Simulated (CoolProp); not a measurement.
Vapour-liquid equilibrium of R1234ze(E) (1) + R227EA (2) at 1.22 MPa; x and y are mole fractions of (1).

Model: multi-fluid Helmholtz-energy mixture model, Thol 2016 and Lemmon 2016; pair parameters Bell 2023, in CoolProp.

Q: Give the bubble temperature and the first vapour's composition at x = 0.35, 0.55, 0.75. Is there an azeotrope?

A: x = 0.35: 59.6 °C, y = 0.367; x = 0.55: 58.8 °C, y = 0.563; x = 0.75: 58.3 °C, y = 0.756. No azeotrope shows between x = 0.05 and 0.95.

Pair parameters are fitted to limited data, so mixtures are less certain than the pure fluids.
